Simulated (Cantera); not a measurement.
Input (Python, Cantera) and output of one run.

```python
import numpy as np
import cantera as ct

gas_names = """
    H HI HO2 H2 H2O H2O2 I I2 O OH O2 O3
""".split()
cond_names = """
    H2O(s) H2O(L) I2(cr) I2(L)
""".split()


# ... load() reads the species with a 1 bar reference pressure and builds the phases ...
atoms = {
    'HI': {'H': 1, 'I': 1},
    'H2O': {'H': 2, 'O': 1},
    'O2': {'O': 2},
}
top_T = {}  # K; cautious upper limits of use, not melting points


# ... equilibrate(T, P, feed) seeds the gas with the atoms and calls Mixture.equilibrate('TP', solver="vcs", rtol=1e-11, max_steps=5000) ...
results = []
T = 623  # K
P = 1333.22  # Pa
for m in [0.24, 0.57, 0.9, 1.2, 1.6, 1.9, 2.2, 2.6, 2.9, 3.2]:
    feed = {'HI': 1, 'H2O': 0.55, 'O2': m}  # mol
    mix = equilibrate(T, P, feed)
    results.append((T, P, feed, dict(zip(mix.species_names, mix.species_moles))))

top = {s: max(r[3][s] / sum(r[3][g] for g in gas_names) for r in results) for s in gas_names}
cols = sorted((s for s in top if top[s] > 1e-05), key=lambda s: -top[s])[:8]
seen = [c for c in cond_names if any(r[3].get(c, 0) > 1e-12 for r in results)]
print("log10 of partial pressures in bar; condensed amounts in mol")
print(f"{'n(O2)':>10s}" + "".join(f"{s[:9]:>10s}" for s in cols + seen))
for T, P, feed, n in results:
    ng = sum(n[g] for g in gas_names)
    print(f"{feed['O2']:10.4g}" + "".join(f"{np.log10(max(n[s] / ng * P / 1e5, 1e-99)):10.3f}" for s in cols)
          + "".join(f"{n.get(c, 0):10.4g}" for c in seen))
```

It prints:

```
log10 of partial pressures in bar; condensed amounts in mol
     n(O2)       H2O        O2        I2        HI         I        H2
      0.24    -2.053   -26.969    -2.385    -3.465    -4.867    -6.411
      0.57    -2.126    -2.642    -2.449    -9.615    -4.899   -18.648
       0.9    -2.197    -2.405    -2.520    -9.745    -4.935   -18.837
       1.2    -2.252    -2.295    -2.575    -9.828    -4.962   -18.947
       1.6    -2.316    -2.207    -2.640    -9.914    -4.995   -19.055
       1.9    -2.359    -2.163    -2.682    -9.968    -5.016   -19.120
       2.2    -2.398    -2.129    -2.721   -10.015    -5.036   -19.176
       2.6    -2.445    -2.095    -2.768   -10.071    -5.059   -19.240
       2.9    -2.477    -2.075    -2.801   -10.108    -5.075   -19.282
       3.2    -2.507    -2.059    -2.831   -10.142    -5.090   -19.320
```

These are equilibrium values from Cantera (NASA tables, ideal gas, pure condensed phases), not measurements of a reactor.
